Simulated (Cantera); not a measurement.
Fe2O3 + H2O (chemical vapour transport)

Feed: 1 mol Fe2O3, 0.46 mol H2O, held at 5.50 bar.

These are equilibrium values from Cantera (NASA tables, ideal gas, pure condensed phases), not measurements of a reactor. Candidate condensed phases: Fe, FeO, Fe(OH)2, Fe(OH)3, Fe2O3, Fe3O4, H2O; 12 gas species. Mutual solubility and eutectic melting of coexisting phases are not modelled. Kinetics and transport are ignored.

```json
[
 {"T (K)": "1350", "log p H2O": "0.74", "log p O2": "-4.08", "log p OH": "-4.72", "log p H2": "-3.91", "log p Fe(OH)2": "-5.79", "log p O": "-8.42", "n Fe2O3(s)": "1.000", "n Fe3O4(s)": "0"},
 {"T (K)": "1400", "log p H2O": "0.74", "log p O2": "-3.44", "log p OH": "-4.33", "log p H2": "-3.89", "log p Fe(OH)2": "-5.52", "log p O": "-7.74", "n Fe2O3(s)": "1.000", "n Fe3O4(s)": "0.000104"},
 {"T (K)": "1450", "log p H2O": "0.74", "log p O2": "-2.84", "log p OH": "-3.97", "log p H2": "-3.87", "log p Fe(OH)2": "-5.26", "log p O": "-7.12", "n Fe2O3(s)": "0.999", "n Fe3O4(s)": "0.000474"},
 {"T (K)": "1500", "log p H2O": "0.74", "log p O2": "-2.28", "log p OH": "-3.64", "log p H2": "-3.85", "log p Fe(OH)2": "-5.03", "log p O": "-6.53", "n Fe2O3(s)": "0.997", "n Fe3O4(s)": "0.00177"},
 {"T (K)": "1550", "log p H2O": "0.74", "log p O2": "-1.75", "log p OH": "-3.32", "log p H2": "-3.83", "log p Fe(OH)2": "-4.81", "log p O": "-5.98", "n Fe2O3(s)": "0.991", "n Fe3O4(s)": "0.00597"},
 {"T (K)": "1600", "log p H2O": "0.74", "log p O2": "-1.26", "log p OH": "-3.03", "log p H2": "-3.81", "log p Fe(OH)2": "-4.60", "log p O": "-5.47", "n Fe2O3(s)": "0.972", "n Fe3O4(s)": "0.0186"},
 {"T (K)": "1650", "log p H2O": "0.73", "log p O2": "-0.80", "log p OH": "-2.76", "log p H2": "-3.80", "log p Fe(OH)2": "-4.42", "log p O": "-4.99", "n Fe2O3(s)": "0.918", "n Fe3O4(s)": "0.0546"},
 {"T (K)": "1700", "log p H2O": "0.70", "log p O2": "-0.37", "log p OH": "-2.51", "log p H2": "-3.81", "log p Fe(OH)2": "-4.26", "log p O": "-4.53", "n Fe2O3(s)": "0.767", "n Fe3O4(s)": "0.155"}
]
```
log p: log10 of the partial pressure in bar; n: condensed amount in mol.

At 1350 K the condensed part is Fe2O3(s). From 1400 K to 1700 K the condensed part is Fe2O3(s) + Fe3O4(s). The main Fe-bearing gas is Fe(OH)2 throughout.
